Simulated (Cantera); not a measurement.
Input: 1 mol Fe2O3, 0.78 mol C, 1.6 mol H2, 4.1 mol CO, equilibrated at 2425 K and 22.0 Pa.

Equilibrium computed with Cantera from the NASA thermochemical tables; the gas is ideal and each condensed phase is pure. Candidate condensed phases: C, C6H6, C7H8, C8H18, Fe, Fe(CO)5, FeO, Fe(OH)2, Fe(OH)3, Fe2O3, Fe3O4, H2O; 114 gas species. Rates play no part.

Base state: CO 0.414, H 0.196, Fe 0.180, O 0.0934, CO2 0.0351, H2 0.0264, O2 0.0196, OH 0.0189 (mole fractions); condensed: gas only.

Q: What changes in the equilibrium state with this change: 0.21 mol CH4 added?

A: 
```csv
species,before,after
CO,0.414,0.409
H,0.196,0.228
Fe,0.180,0.169
O,0.0934,0.0788
O2,0.0196,0.0139
H2,0.0264,0.0356
CO2,0.0351,0.0293
H2O,0.0134,0.0152
OH,0.0189,0.0185
FeO,0.00419,0.00332
```

Q: What changes in the equilibrium state with this change: temperature from 2425 K to 1648 K?

A: 
| species | before | after |
|---|---|---|
| CO | 0.414 | 0.647 |
| H2 | 0.0264 | 0.164 |
| CO2 | 0.0351 | 0.0960 |
| H | 0.196 | 0.00243 |
| Fe | 0.180 | 0.0119 |
| O | 0.0934 | 6.28e-7 |
| O2 | 0.0196 | 1.35e-7 |
| OH | 0.0189 | 5.20e-5 |
| H2O | 0.0134 | 0.0781 |
| FeO | 0.00419 | 4.01e-5 |
| Fe(γ), mol | 0 | 0.846 |
| FeO(s), mol | 0 | 1.08 |
Mutual solubility and eutectic melting of coexisting phases are not modelled. The tables' stoichiometric FeO is somewhat more stable than real wüstite, so its field is too wide. FeO: taken at fixed stoichiometry.
